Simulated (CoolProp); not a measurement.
Vapour-liquid equilibrium of R22 (1) + acetone (2) at 0.255 bar; x and y are mole fractions of (1).

The numbers come from the multi-fluid Helmholtz-energy mixture model, Kamei 1995 and Lemmon 2006; pair parameters Bell 2016 in CoolProp.

| x | bubble temperature (K) | y at the bubble point | dew temperature at overall composition x (K) | liquid density (mol/L) |
|---|---|---|---|---|
| 0.05 | 268.5 | 0.725 | 292.8 | 14.14 |
| 0.2 | … | 0.929 | 289.1 | 14.80 |
| 0.35 | … | 0.969 | 284.7 | 15.29 |
| 0.5 | 229.6 | 0.989 | 279.5 | 15.79 |
| 0.65 | 220.7 | 0.997 | 272.8 | 16.31 |
| 0.8 | 212.9 | 1.000 | 263.2 | 16.77 |
| 0.95 | 207.7 | 1.000 | 243.7 | … |

Q: Complete the blanks.

A: 
- 0.2, bubble temperature (K): 248.0
- 0.35, bubble temperature (K): 238.6
- 0.95, liquid density (mol/L): 17.09

No azeotrope shows between x = 0.05 and 0.95.

Pair parameters are fitted to limited data, so mixtures are less certain than the pure fluids. With so large a gap from Raoult's law the liquid may split in two, which this calculation doesn't test in full.
